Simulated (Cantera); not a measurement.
What does this Cantera script print?

```python
import numpy as np
import cantera as ct

gas_names = [...]  # 77 gases of nasa_gas.yaml made of C, H, Ti
cond_names = """
    C(gr) C6H6(L) C7H8(L) C8H18(L),n-octa Ti(a) Ti(b) Ti(L) TiC(s) TiC(L)
""".split()


# ... load() reads the species with a 1 bar reference pressure and builds the phases ...
atoms = {
    'TiC': {'Ti': 1, 'C': 1},
    'C': {'C': 1},
    'H2': {'H': 2},
}
top_T = {'C(gr)': 4500}  # K; cautious upper limits of use, not melting points


# ... equilibrate(T, P, feed) seeds the gas with the atoms and calls Mixture.equilibrate('TP', solver="vcs", rtol=1e-11, max_steps=5000) ...
results = []
T = 2575  # K
P = 580  # Pa
for m in [0.05, 0.077, 0.12, 0.18, 0.28, 0.44, 0.67]:
    feed = {'TiC': 1, 'C': 0.01, 'H2': m}  # mol
    mix = equilibrate(T, P, feed)
    results.append((T, P, feed, dict(zip(mix.species_names, mix.species_moles))))
    x = sorted(zip(gas.X, gas.species_names), reverse=True)
    print(f"T = {T:g} K  P = {P:g} Pa  n(H2) = {m:g} mol  gas = {mix.phase_moles(0):.4g} mol")
    print("   x: " + "  ".join(f"{s} {v:.3e}" for v, s in x if v > 0.0001))
    print("   condensed (mol): " + ("  ".join(f"{mix.phase(i).name} {mix.phase_moles(i):.4g}"
          for i in range(1, mix.n_phases) if mix.phase_moles(i) > 1e-12) or "none"))
```

Result:

```
T = 2575 K  P = 580 Pa  n(H2) = 0.05 mol  gas = 0.06109 mol
   x: H2 6.286e-01  H 3.606e-01  C2H2,acetylene 9.240e-03  Ti 7.201e-04  C2H 4.441e-04  C3 2.658e-04
   condensed (mol): C(gr) 0.008788  TiC(s) 1
T = 2575 K  P = 580 Pa  n(H2) = 0.077 mol  gas = 0.09409 mol
   x: H2 6.286e-01  H 3.606e-01  C2H2,acetylene 9.240e-03  Ti 7.201e-04  C2H 4.441e-04  C3 2.658e-04
   condensed (mol): C(gr) 0.008134  TiC(s) 0.9999
T = 2575 K  P = 580 Pa  n(H2) = 0.12 mol  gas = 0.1466 mol
   x: H2 6.286e-01  H 3.606e-01  C2H2,acetylene 9.240e-03  Ti 7.201e-04  C2H 4.441e-04  C3 2.658e-04
   condensed (mol): C(gr) 0.007091  TiC(s) 0.9999
T = 2575 K  P = 580 Pa  n(H2) = 0.18 mol  gas = 0.2199 mol
   x: H2 6.286e-01  H 3.606e-01  C2H2,acetylene 9.240e-03  Ti 7.201e-04  C2H 4.441e-04  C3 2.658e-04
   condensed (mol): C(gr) 0.005637  TiC(s) 0.9998
T = 2575 K  P = 580 Pa  n(H2) = 0.28 mol  gas = 0.3421 mol
   x: H2 6.286e-01  H 3.606e-01  C2H2,acetylene 9.240e-03  Ti 7.201e-04  C2H 4.441e-04  C3 2.658e-04
   condensed (mol): C(gr) 0.003213  TiC(s) 0.9998
T = 2575 K  P = 580 Pa  n(H2) = 0.44 mol  gas = 0.5377 mol
   x: H2 6.290e-01  H 3.607e-01  C2H2,acetylene 8.708e-03  Ti 7.420e-04  C2H 4.184e-04  C3 2.429e-04
   condensed (mol): TiC(s) 0.9996
T = 2575 K  P = 580 Pa  n(H2) = 0.67 mol  gas = 0.819 mol
   x: H2 6.313e-01  H 3.613e-01  C2H2,acetylene 5.957e-03  Ti 8.987e-04  C2H 2.857e-04  C3 1.367e-04
   condensed (mol): TiC(s) 0.9993
```

Cantera equilibrium calculation (NASA polynomials, part measured and part estimated; ideal gas, pure solids and liquids). TiC: taken at fixed stoichiometry.
